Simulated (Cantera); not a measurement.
## B2H6 + H2 + H2O (boron, boron nitride and boron oxide)

Input: 1 mol B2H6, a varied amount of H2, 0.39 mol H2O, at 43.0 Pa.

Equilibrium computed with Cantera from the NASA thermochemical tables; the gas is ideal and each condensed phase is pure. Candidate condensed phases: B, B2O3, B3O3H3, H2O; 23 gas species. The feed counts by its element totals alone. Mutual solubility and eutectic melting of coexisting phases are not modelled. Rates play no part.

Stable condensed phases:

```
T in K \ n(H2) in mol
         1.5 1.9 2.5 3.1   4   5 6.4 8.1  10  13  17  21
   1398    A   A   A   A   A   A   A   A   A   A   A   A
   1348    B   B   B   B   B   A   A   A   A   A   A   A
   1298    B   B   B   B   B   B   B   B   B   B   A   A
   1248    B   B   B   B   B   B   B   B   B   B   B   B
   1198    B   B   B   B   B   B   B   B   B   B   B   B
   1148    B   B   B   B   B   B   B   B   B   B   B   B
   1098    B   B   B   B   B   B   B   B   B   B   B   B
   1048    B   B   B   B   B   B   B   B   B   B   B   B
    998    B   B   B   B   B   B   B   B   B   B   B   B
    948    B   B   B   B   B   B   B   B   B   B   B   B
```

A: B; B: B + B2O3.
